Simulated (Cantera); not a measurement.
## Silicon carbide growth: SiH₂Cl₂ + CH₄ + H₂ + HCl

Charge: 1 mol SiH₂Cl₂, 1.1 mol CH₄, 1500 mol H₂, 1.3 mol HCl, equilibrated at 2600 K and 0.00130 bar.

Cantera equilibrium calculation (NASA polynomials, part measured and part estimated; ideal gas, pure solids and liquids). Candidate condensed phases: C, C₆H₆, C₇H₈, C₈H₁₈, Si, SiC; 109 gas species. The numbers say what is thermodynamically allowed, not how fast it happens.

```
Property                                   Value
--------------------------------------  --------
x(H)                                       0.638
x(H₂)                                      0.359
x(Cl)                                   0.000826
x(HCl)                                  0.000664
x(Si)                                   0.000445
x(C₂H₂ (acetylene))                     0.000161
x(C)                                     7.99e-5
x(C₂H)                                   2.52e-5
x(C₃)                                    7.85e-6
gas amount                              2214 mol
log10 activity of C(graphite) (absent)     -0.78
log10 activity of Si(l) (absent)           -4.23
```
